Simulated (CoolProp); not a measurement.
Vapour pressure (kPa) of cis-2-butene: the reference equation beside estimates from Tc = 435.8 K, pc = 4236 kPa, ω = 0.202.

Computed with CoolProp (reference Helmholtz-energy equation of state, Lemmon 2005). It is a short technical equation, of lower accuracy than the large ones.

```
T (K)  reference  van der Waals  Soave-Redlich-Kwong  Peng-Robinson
-----  ---------  -------------  -------------------  -------------
293.9      185.9          700.6                185.8          186.0
297.2      207.2          742.7                207.2          207.2
300.4      229.6          785.1                229.8          229.5
303.7      254.6          830.5                255.0              …
307            …          877.5                    …          281.2
310.2      309.8          924.7                310.8          309.3
313.5      341.0          975.1                    …          340.5
316.7      373.6           1026                375.4              …
320        409.5           1080                411.9          408.8
```

Question: What belongs in the gaps?

Answer: 
- 303.7, Peng-Robinson: 254.4
- 307, reference: 281.6
- 307, Soave-Redlich-Kwong: 282.3
- 313.5, Soave-Redlich-Kwong: 342.4
- 316.7, Peng-Robinson: 372.9

Absolute difference from the reference over all 9 rows, mean and median: van der Waals 215.3 and 211.6 %, Soave-Redlich-Kwong 0.3 and 0.2 %, Peng-Robinson 0.1 and 0.1 %.
